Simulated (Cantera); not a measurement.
Feed: 1 mol SiC, 0.068 mol O2, 310 mol N2, at 1573 K and 0.0133 bar.

These are equilibrium values from Cantera (NASA tables, ideal gas, pure condensed phases), not measurements of a reactor. Candidate condensed phases: C, Si, SiC, SiO2, Si2N2O, Si3N4; 34 gas species. Mutual solubility and eutectic melting of coexisting phases are not modelled. Kinetics and transport are ignored.

Base state: N2 1.000, CO 0.000400, SiO 3.86e-5 (mole fractions); condensed: SiC(s) + Si3N4(s).

What changes in the equilibrium state with this change: O2 from 0.068 to 0.96 mol?


```
species           before    after
--------------  --------  -------
N2                 1.000    0.994
CO              0.000400  0.00321
SiO              3.86e-5  0.00269
SiC(s), mol        0.876        0
Si3N4(s), mol     0.0373        0
Si2N2O(s), mol         0   0.0800
```

What changes in the equilibrium state with this change: temperature from 1573 K to 950 K?


```csv
species,before,after
N2,1.000,1.00
CO,0.000400,<1e-9
SiO,3.86e-5,<1e-9
"SiC(s), mol",0.876,0
"Si3N4(s), mol",0.0373,0.243
"C(graphite), mol",0,1.00
"Si2N2O(s), mol",0,0.136
```
N2 is the only nitrogen source here; it is nearly inert below about 1500 K, so the nitride shown seldom forms there in practice.
